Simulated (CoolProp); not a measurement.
Values from CoolProp's reference Helmholtz-energy equation of state, Span 1996.

Task: Give the vapour pressure (MPa), liquid cp (kJ/(kg K)), surface tension (mN/m), liquid viscosity (µPa s) of saturated carbon dioxide at 229, 232.3, 235.6 K.

Result: 
```
T (K)  p (MPa)  liquid cp (kJ/(kg K))  surface tension (mN/m)  liquid viscosity (µPa s)
-----  -------  ---------------------  ----------------------  ------------------------
229      0.859                   1.99                    13.6                       206
232.3    0.973                   2.01                    12.9                       195
235.6     1.10                   2.02                    12.1                       185
```

Viscosity comes from a separate model (Laesecke 2017). Surface tension comes from a separate correlation (Mulero 2012).
